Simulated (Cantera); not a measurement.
## Counterflow diffusion flame

A counterflow diffusion flame at 0.340 bar, nozzles 20 mm apart: fuel side CO : H₂ : CH₄ = 1 : 0.042 : 0.1 (molar parts) at 600 K, oxidiser side O₂ : N₂ = 0.21 : 0.79 (molar parts) at 575 K, fuel mass flux 1 times the oxidiser's; mixture-averaged transport, no radiation.

Computed with Cantera and GRI-Mech 3.0 (53 species, 325 reactions). GRI-Mech 3.0 has no aromatics or soot, which form on the fuel side of real flames. The maximum strain rate includes the flame's own expansion and is several times the mean. A flux with no burning solution from the previous one only brackets extinction.

| oxidiser flux (kg/m²/s) | max strain (1/s) | mean strain (1/s) | T max (K) | peak x OH | peak x H | peak x NO | peak x CO | peak x C₂H₂ |
|---|---|---|---|---|---|---|---|---|
| 0.2 | 346 | 105 | 1884 | 0.00636 | 0.0127 | 8.22e-5 | 0.876 | 0.00433 |
| 0.3 | 502 | 158 | 1852 | 0.00591 | 0.0134 | 6.46e-5 | 0.876 | 0.00402 |
| 0.43 | 701 | 226 | 1823 | 0.00552 | 0.0138 | 4.99e-5 | 0.876 | 0.00357 |
| 0.62 | 987 | 326 | 1788 | 0.00501 | 0.0140 | 3.53e-5 | 0.876 | 0.00290 |
| 0.9 | 1400 | 473 | 1740 | 0.00435 | 0.0135 | 2.13e-5 | 0.876 | 0.00197 |
| 1.3 | 1960 | 684 | 1663 | 0.00347 | 0.0118 | 9.31e-6 | 0.876 | 0.000906 |
x: mole fraction; the columns are a selection and need not sum to one.

At the next flux tried, 1.9 kg/m²/s, no burning solution was found from the previous one.
